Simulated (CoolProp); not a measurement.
CF4 (R14) along the isobar 10100 kPa: fugacity coefficient from the reference equation and from simpler models built on Tc = -45.8 °C, pc = 3762 kPa, ω = 0.178; each cubic takes its own stable root.

The numbers come from the reference Helmholtz-energy equation of state, Platzer 1990 in CoolProp. This equation is an older, rougher fit; its heat capacities, sound speeds and derivatives of the liquid may be far off and weren't checked against measurements.

| T (°C) | phase | reference |
|---|---|---|
| -122.95 | liquid | 0.02104 |
| -100.05 | liquid | 0.06772 |
| -77.25 | liquid | 0.1533 |
| -54.35 | liquid | 0.2754 |
| -31.45 | supercritical | 0.4168 |
| -8.55 | supercritical | 0.5519 |
| 14.35 | supercritical | 0.6602 |
| 37.25 | supercritical | 0.7419 |
| 60.05 | supercritical | 0.8047 |
| 82.95 | supercritical | 0.8543 |
| 105.85 | supercritical | 0.8941 |
| 128.75 | supercritical | 0.9264 |
| 151.65 | supercritical | 0.9528 |
| 174.55 | supercritical | 0.9745 |
| 197.45 | supercritical | 0.9926 |

Question: How far does each simpler model (Redlich-Kwong, Soave-Redlich-Kwong, Peng-Robinson) lie from the reference over these 15 states: mean and median of the absolute difference, and the worst?

Answer: 
- Redlich-Kwong: mean 8.3 %, median 4.6 %, worst +38.0 % at -122.95 °C and 10100 kPa
- Soave-Redlich-Kwong: mean 2.5 %, median 2.8 %, worst +3.6 % at -54.35 °C and 10100 kPa
- Peng-Robinson: mean 2.7 %, median 2.7 %, worst -4.0 % at -100.05 °C and 10100 kPa
